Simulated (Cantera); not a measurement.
# c-C₄F₈ + CH₄ (fluorocarbon and chlorocarbon gases)

Feed: 1 mol c-C₄F₈, 0.21 mol CH₄, at 2150 K and 100 Torr.

These are equilibrium values from Cantera (NASA tables, ideal gas, pure condensed phases), not measurements of a reactor. Candidate condensed phases: C, C₆H₆, C₇H₈, C₈H₁₈; 95 gas species. The feed counts by its element totals alone. The tables' values for C₂F₄ are old estimates; treat these amounts as uncertain. Gases not in the tables: C₂F₆ and larger saturated fluorocarbons. Kinetics and transport are ignored.

| Item | Value |
|---|---|
| x(CF₄) | 0.597 |
| x(HF) | 0.303 |
| x(CF₂) | 0.0747 |
| x(F) | 0.0170 |
| x(CF₃) | 0.00837 |
| x(CF) | 0.000157 |
| x(C₂F₄) | 1.14e-5 |
| x(CHF₃) | 1.10e-5 |
| x(H) | 1.72e-6 |
| n(C(graphite)) | 2.32 mol |
| gas amount | 2.775 mol |
